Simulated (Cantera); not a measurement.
Charge: 1 mol B₂H₆, 0.42 mol H₂O, 0.56 mol N₂, held at 0.0100 bar.

Cantera equilibrium calculation (NASA polynomials, part measured and part estimated; ideal gas, pure solids and liquids). Candidate condensed phases: B, BN, B₂O₃, B₃O₃H₃, H₂O; 39 gas species. The feed counts by its element totals alone. N₂ is the only nitrogen source here; it is nearly inert below about 1500 K, so the nitride shown seldom forms there in practice. Mutual solubility and eutectic melting of coexisting phases are not modelled. Kinetics and transport are ignored.

Problem. Which condensed phases are stable at each of these points (T (K)): 1050, 1150, 1250, 1350, 1450, 1550, 1650, 1750, 1850, 1950, 2050?

Solution. 
| T (K) | condensed phases | B condensed (%) |
|---|---|---|
| 1050 | B(s) + BN(s) + B₂O₃(l) | 99.7 |
| 1150 | B(s) + BN(s) + B₂O₃(l) | 99.6 |
| 1250 | B(s) + BN(s) + B₂O₃(l) | 99.4 |
| 1350 | B(s) + BN(s) + B₂O₃(l) | 98.5 |
| 1450 | B(s) + BN(s) + B₂O₃(l) | 94.6 |
| 1550 | B(s) + BN(s) | 80.1 |
| 1650 | B(s) + BN(s) | 79.6 |
| 1750 | B(s) + BN(s) | 79.3 |
| 1850 | B(s) + BN(s) | 79.1 |
| 1950 | B(s) + BN(s) | 79.0 |
| 2050 | B(s) + BN(s) | 78.9 |

From 1050 K to 1450 K the condensed part is B(s) + BN(s) + B₂O₃(l). From 1550 K to 2050 K the condensed part is B(s) + BN(s).
